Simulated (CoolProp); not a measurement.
Vapour-liquid equilibrium of n-pentane (1) + the fluoroketone C6F12O (FK-5-1-12) (2) at 314.5 K; x and y are mole fractions of (1).

Model: multi-fluid Helmholtz-energy mixture model, Thol 2019 and McLinden 2015; pair parameters Bell 2016, in CoolProp.

```json
[
 {"x": "0.05", "bubble pressure, mixture model (MPa)": "0.09192", "bubble pressure, Raoult's law (MPa)": "0.07913", "y, mixture model": "0.196", "y, Raoult's law": "0.076"},
 {"x": "0.125", "bubble pressure, mixture model (MPa)": "0.1123", "bubble pressure, Raoult's law (MPa)": "0.08243", "y, mixture model": "0.383", "y, Raoult's law": "0.183"},
 {"x": "0.2", "bubble pressure, mixture model (MPa)": "0.1286", "bubble pressure, Raoult's law (MPa)": "0.08573", "y, mixture model": "0.494", "y, Raoult's law": "0.282"},
 {"x": "0.275", "bubble pressure, mixture model (MPa)": "0.1403", "bubble pressure, Raoult's law (MPa)": "0.08904", "y, mixture model": "0.563", "y, Raoult's law": "0.374"},
 {"x": "0.35", "bubble pressure, mixture model (MPa)": "___", "bubble pressure, Raoult's law (MPa)": "0.09234", "y, mixture model": "0.606", "y, Raoult's law": "0.458"},
 {"x": "0.425", "bubble pressure, mixture model (MPa)": "0.1521", "bubble pressure, Raoult's law (MPa)": "0.09564", "y, mixture model": "0.632", "y, Raoult's law": "0.537"},
 {"x": "0.5", "bubble pressure, mixture model (MPa)": "0.1542", "bubble pressure, Raoult's law (MPa)": "0.09894", "y, mixture model": "0.649", "y, Raoult's law": "0.611"},
 {"x": "0.575", "bubble pressure, mixture model (MPa)": "0.1551", "bubble pressure, Raoult's law (MPa)": "0.1022", "y, mixture model": "0.659", "y, Raoult's law": "0.680"},
 {"x": "0.65", "bubble pressure, mixture model (MPa)": "0.1554", "bubble pressure, Raoult's law (MPa)": "0.1055", "y, mixture model": "___", "y, Raoult's law": "0.745"},
 {"x": "0.725", "bubble pressure, mixture model (MPa)": "0.1553", "bubble pressure, Raoult's law (MPa)": "0.1088", "y, mixture model": "0.678", "y, Raoult's law": "0.806"},
 {"x": "0.8", "bubble pressure, mixture model (MPa)": "0.1541", "bubble pressure, Raoult's law (MPa)": "0.1121", "y, mixture model": "0.698", "y, Raoult's law": "0.863"},
 {"x": "0.875", "bubble pressure, mixture model (MPa)": "0.1498", "bubble pressure, Raoult's law (MPa)": "0.1155", "y, mixture model": "___", "y, Raoult's law": "0.917"},
 {"x": "0.95", "bubble pressure, mixture model (MPa)": "0.1378", "bubble pressure, Raoult's law (MPa)": "0.1188", "y, mixture model": "0.845", "y, Raoult's law": "0.968"}
]
```

Q: Some entries are withheld; supply them.

A: 
- 0.35, bubble pressure, mixture model (MPa): 0.1478
- 0.65, y, mixture model: 0.668
- 0.875, y, mixture model: 0.742

The largest gap from Raoult's law is +60.1 % in bubble pressure, at x = 0.35. y crosses x between x = 0.65 and 0.725: the model has an azeotrope there.

Pair parameters are fitted to limited data, so mixtures are less certain than the pure fluids. With so large a gap from Raoult's law the liquid may split in two, which this calculation doesn't test in full.
